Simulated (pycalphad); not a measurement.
CALPHAD calculation (pycalphad, COST 507 light-alloy database (1999)), 1 atm. The database dates from 1999; later assessments differ in places, in temperatures and in the compounds included. Kinetics are ignored, which matters at the lower temperatures.

Molar enthalpy of Ti-16.21Hf-2.587B (wt.%) in equilibrium (SER reference):

```json
[
 {"T (K)": "2850", "H (kJ/mol)": "96.63", "phases": "liquid"},
 {"T (K)": "2650", "H (kJ/mol)": "87.75", "phases": "liquid"},
 {"T (K)": "2450", "H (kJ/mol)": "78.86", "phases": "liquid"},
 {"T (K)": "2250", "H (kJ/mol)": "69.98", "phases": "liquid"},
 {"T (K)": "2050", "H (kJ/mol)": "61.10", "phases": "liquid"},
 {"T (K)": "1950", "H (kJ/mol)": "56.67", "phases": "liquid"},
 {"T (K)": "1850", "H (kJ/mol)": "49.00", "phases": "liquid + BM"},
 {"T (K)": "1750", "H (kJ/mol)": "27.84", "phases": "bcc + BM"},
 {"T (K)": "1650", "H (kJ/mol)": "24.43", "phases": "bcc + BM"},
 {"T (K)": "1450", "H (kJ/mol)": "17.91", "phases": "bcc + BM"},
 {"T (K)": "1250", "H (kJ/mol)": "11.75", "phases": "bcc + BM"},
 {"T (K)": "1050", "H (kJ/mol)": "2.45", "phases": "hcp + BM"},
 {"T (K)": "850", "H (kJ/mol)": "-3.84", "phases": "hcp + BM"},
 {"T (K)": "650", "H (kJ/mol)": "-9.76", "phases": "hcp + BM"}
]
```

Cooling from 1950 K to 1750 K, across the freezing range, releases 28.8 kJ/mol, or 584 J/g. The slope is 44 J/(mol K) in the liquid and 34 J/(mol K) just below the solidus, where it includes any heat of precipitation. Liquidus 1896 K, solidus 1815 K. Changes were sought between steps of 100 K, so a narrower field can be missed.

Database names, with the compositions (at.%) that they take in these runs: BM: Ti 49 B 50 Hf 0.
